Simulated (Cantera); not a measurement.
A closed system holds: 1 mol Fe2O3, a varied amount of C, 0.96 mol H2, at 2323.15 K and 12.8 Torr.

Points: n(C) (mol) = 0.58, 0.75, 0.93, 1.1, 1.3, 1.5, 1.6, 1.8, 2, 2.1, 2.3, 2.5, 2.7.

Cantera's Mixture.equilibrate('TP', solver="vcs", rtol=1e-11, max_steps=5000) on the NASA tables stopped like this:

```
ERROR: FAILURE its = 5001!

*******************************************************************************
CanteraError thrown by MultiPhase::equilibrate:
VCS solver failed. Return code: -1
*******************************************************************************
```

Task: What got this run through?

Result: This is not unique; one that fits is The failure is numerical, not chemical. The same input converged with solver="gibbs", rtol=1e-10, max_steps=50000, and the result passed a check of the equilibrium conditions:
```
log10 of partial pressures in bar; condensed amounts in mol
      n(C)        CO        Fe       H2O        H2       CO2    FeO(L)
      0.58    -2.386    -2.595    -2.301    -2.488    -2.953       1.7
      0.75    -2.320    -2.499    -2.408    -2.499    -2.983     1.571
      0.93    -2.276    -2.426    -2.506    -2.524    -3.013      1.42
       1.1    -2.249    -2.375    -2.587    -2.554    -3.036     1.266
       1.3    -2.227    -2.329    -2.669    -2.591    -3.059     1.076
       1.5    -2.211    -2.295    -2.741    -2.628    -3.078    0.8789
       1.6    -2.205    -2.281    -2.773    -2.646    -3.086    0.7786
       1.8    -2.194    -2.257    -2.832    -2.681    -3.099    0.5751
         2    -2.186    -2.237    -2.885    -2.715    -3.111    0.3687
       2.1    -2.183    -2.229    -2.910    -2.731    -3.116    0.2646
       2.3    -2.177    -2.215    -2.956    -2.762    -3.125   0.05518
       2.5    -2.148    -2.220    -3.082    -2.730    -3.254         0
       2.7    -2.115    -2.232    -3.308    -2.680    -3.497         0
```

The gas is ideal and each condensed phase is pure. The tables' stoichiometric FeO is somewhat more stable than real wüstite, so its field is too wide. FeO: taken at fixed stoichiometry.
